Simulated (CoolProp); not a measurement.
The fluid at 298.15 K and 0.012 MPa expands adiabatically to 0.00291 MPa with isentropic efficiency 0.8. The same conditions are run with several fluids, on thermodynamics alone (safety and materials aside).

Computed with CoolProp (reference Helmholtz-energy equation of state of each fluid (tetrahydrofuran: Fiedler 2023; n-pentane: Thol 2019; R410A: Lemmon 2003; R1132(E): Akasaka 2024; sulfur hexafluoride: Guder 2009)). Blends and air are pseudo-pure fits.

```json
[
 {"fluid": "tetrahydrofuran", "work (kJ/kg)": "35.9", "final temperature (K)": "261.3", "final density (kg/m³)": "0.0968"},
 {"fluid": "n-pentane", "work (kJ/kg)": "36.9", "final temperature (K)": "275.0", "final density (kg/m³)": "0.0920"},
 {"fluid": "R410A", "work (kJ/kg)": "34.9", "final temperature (K)": "252.8", "final density (kg/m³)": "0.101"},
 {"fluid": "R1132(E)", "work (kJ/kg)": "39.7", "final temperature (K)": "254.1", "final density (kg/m³)": "0.0883"},
 {"fluid": "sulfur hexafluoride", "work (kJ/kg)": "18.1", "final temperature (K)": "269.9", "final density (kg/m³)": "0.189"}
]
```
